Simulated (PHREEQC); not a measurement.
A column of 0.5 m (40 cells, dispersivity 0.018 m, 300 s a shift, diffusion coefficient 3e-10 m²/s) holds 0.67 eq of the database's cation exchanger X per kg of pore water, first in equilibrium with 0.0034 mol/kgw CaCl2, 0.011 mol/kgw NH4Cl and 1e-05 mol/kgw HCl. It is flushed with 0.046 mol/kgw BaCl2, 0.074 mol/kgw CaCl2 and 1e-05 mol/kgw HCl, at 25 °C. Values are for the last cell. The system is closed to CO2. No solid was allowed to form.

Base run: PHREEQC, ion-association model, phreeqc.dat. Each further column changes one thing. The table gives NH4 in solution (mol/kgw).

```json
[
 {"pore volumes": "0", "base": "0.0110", "exchange capacity from 0.67 to 0.34 eq/kgw": "0.0110", "dispersivity from 0.018 to 0.036 m": "0.0110"},
 {"pore volumes": "0.7625", "base": "0.0248", "exchange capacity from 0.67 to 0.34 eq/kgw": "0.0247", "dispersivity from 0.018 to 0.036 m": "0.0302"},
 {"pore volumes": "1.512", "base": "0.0549", "exchange capacity from 0.67 to 0.34 eq/kgw": "0.0517", "dispersivity from 0.018 to 0.036 m": "0.0530"},
 {"pore volumes": "2.263", "base": "0.0543", "exchange capacity from 0.67 to 0.34 eq/kgw": "0.0327", "dispersivity from 0.018 to 0.036 m": "…"},
 {"pore volumes": "3.013", "base": "0.0451", "exchange capacity from 0.67 to 0.34 eq/kgw": "0.0120", "dispersivity from 0.018 to 0.036 m": "0.0400"},
 {"pore volumes": "3.763", "base": "0.0299", "exchange capacity from 0.67 to 0.34 eq/kgw": "0.00317", "dispersivity from 0.018 to 0.036 m": "…"},
 {"pore volumes": "4.263", "base": "0.0203", "exchange capacity from 0.67 to 0.34 eq/kgw": "0.00119", "dispersivity from 0.018 to 0.036 m": "…"},
 {"pore volumes": "5.013", "base": "0.00996", "exchange capacity from 0.67 to 0.34 eq/kgw": "0.000248", "dispersivity from 0.018 to 0.036 m": "0.0120"},
 {"pore volumes": "5.763", "base": "0.00439", "exchange capacity from 0.67 to 0.34 eq/kgw": "4.84e-5", "dispersivity from 0.018 to 0.036 m": "0.00684"},
 {"pore volumes": "6.513", "base": "0.00180", "exchange capacity from 0.67 to 0.34 eq/kgw": "…", "dispersivity from 0.018 to 0.036 m": "…"},
 {"pore volumes": "7.263", "base": "0.000702", "exchange capacity from 0.67 to 0.34 eq/kgw": "1.64e-6", "dispersivity from 0.018 to 0.036 m": "…"},
 {"pore volumes": "8.012", "base": "0.000265", "exchange capacity from 0.67 to 0.34 eq/kgw": "2.92e-7", "dispersivity from 0.018 to 0.036 m": "0.00110"}
]
```

Q: Complete the blanks.

A: 
- 2.263, dispersivity from 0.018 to 0.036 m: 0.0508
- 3.763, dispersivity from 0.018 to 0.036 m: 0.0274
- 4.263, dispersivity from 0.018 to 0.036 m: 0.0202
- 6.513, exchange capacity from 0.67 to 0.34 eq/kgw: 9.05e-6
- 6.513, dispersivity from 0.018 to 0.036 m: 0.00378
- 7.263, dispersivity from 0.018 to 0.036 m: 0.00205
